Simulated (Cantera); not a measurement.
An isothermal, constant-pressure homogeneous reactor starts with NO : N2 = 1 : 0.41 (molar parts), at 1425 K and 101000 Pa. Integrator tolerance rtol = 1e-08.

Computed with Cantera and GRI-Mech 3.0 (53 species, 325 reactions).

| quantity | before | after |
|---|---|---|
| x(NO) at 20.0 s | 0.646 (gas-phase equilibrium 0.000982) | 0.352 (gas-phase equilibrium 0.000797) |
| x(NO2) at 20.0 s | 0.00172 (gas-phase equilibrium 8.72e-6) | 0.000519 (gas-phase equilibrium 5.11e-6) |
| x(O) at 20.0 s | 2.55e-7 (gas-phase equilibrium 8.26e-7) | 1.41e-7 (gas-phase equilibrium 5.96e-7) |
| x(O2) at 20.0 s | 0.0299 (gas-phase equilibrium 0.354) | 0.00851 (gas-phase equilibrium 0.185) |
| x(N2) at 20.0 s | 0.322 (gas-phase equilibrium 0.645) | 0.639 (gas-phase equilibrium 0.814) |

What was changed between the two runs?
A. NO 1 to 8.6 parts
B. temperature 1425 to 1850 K
C. temperature 1425 to 1400 K
D. N2 0.41 to 1.7 parts

D, N2 0.41 to 1.7 parts
